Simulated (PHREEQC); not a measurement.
Dissolve 38 mmol/kgw KH2PO4, 28 mmol/kgw NaF and 22 mmol/kgw NaCl at 25 °C. Closed to the air; pH follows from the charge balance.

All values are PHREEQC results (ion-association model, phreeqc.dat), not measurements.

```json
[
 {"quantity": "pH", "before": "4.95", "after": "5.00"},
 {"quantity": "NaF (mol/kgw)", "before": "0.000463", "after": "0.000132"},
 {"quantity": "H3PO4 (mol/kgw)", "before": "4.87e-5", "after": "2.29e-5"},
 {"quantity": "SI of Sylvite (KCl)", "before": "-4.20", "after": "-4.75"},
 {"quantity": "SI of Halite (NaCl)", "before": "-4.74", "after": "-5.30"}
]
```

Task: What was changed between the two runs?
(A) diluted 10-fold with water
(B) NaCl from 0.022 to 0.033 mol/kgw
(C) diluted 2-fold with water
(D) NaF replaced by NH4F at the same molality
(E) NaF from 0.028 to 0.14 mol/kgw

Result: C, diluted 2-fold with water

Precipitation was switched off in this run.
